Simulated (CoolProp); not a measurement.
Model: reference Helmholtz-energy equation of state, Lemmon and Jacobsen 2000, in CoolProp.

Task: For R143a, give the phase and the density (kg/m³), isothermal compressibility (1/MPa), Prandtl number at 101.05 °C and 4.85 MPa; 114.55 °C and 4.85 MPa; 141.55 °C and 4.85 MPa.

Result: 
- 101.05 °C and 4.85 MPa: supercritical; density 247, isothermal compressibility 0.455, Prandtl number 1.49
- 114.55 °C and 4.85 MPa: supercritical; density 203, isothermal compressibility 0.353, Prandtl number 1.15
- 141.55 °C and 4.85 MPa: supercritical; density 162, isothermal compressibility 0.285, Prandtl number 0.926

Viscosity comes from a separate model (Klein 1997), an estimate that may be off by 10 % or more. Thermal conductivity comes from a separate model (McLinden 2000), an estimate that may be off by 10 % or more.
